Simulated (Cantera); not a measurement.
Input: 1 mol BN, 5.9 mol NF3, 33 mol H2, at 1800 K and 22.0 Pa.

Equilibrium computed with Cantera from the NASA thermochemical tables; the gas is ideal and each condensed phase is pure. Candidate condensed phases: B, BN; 31 gas species. The tables' values for BF2 are old estimates; treat these amounts as uncertain. Kinetics and transport are ignored.

Base state: H2 0.553, HF 0.331, N2 0.0760, H 0.0179, BF3 0.0160, BF2 0.00454, BF 0.00140, BHF2 0.000103 (mole fractions); condensed: gas only.

Task: What changes in the equilibrium state with this change: NF3 from 5.9 to 0.64 mol?

Result: 
```tsv
species	before	after
H2	0.553	0.905
BF	0.00140	0.0236
N2	0.0760	0.0230
HF	0.331	0.0207
BF3	0.0160	0.000644
H	0.0179	0.0230
BF2	0.00454	0.00374
BHF2	0.000103	0.000109
```

Task: What changes in the equilibrium state with this change: NF3 from 5.9 to 0.55 mol?

Result: 
```
species    before     after
-------  --------  --------
H2          0.553     0.912
BF        0.00140    0.0250
H          0.0179    0.0231
HF          0.331    0.0148
N2         0.0760    0.0219
BF3        0.0160  0.000344
BF2       0.00454   0.00281
BHF2     0.000103   8.23e-5
```
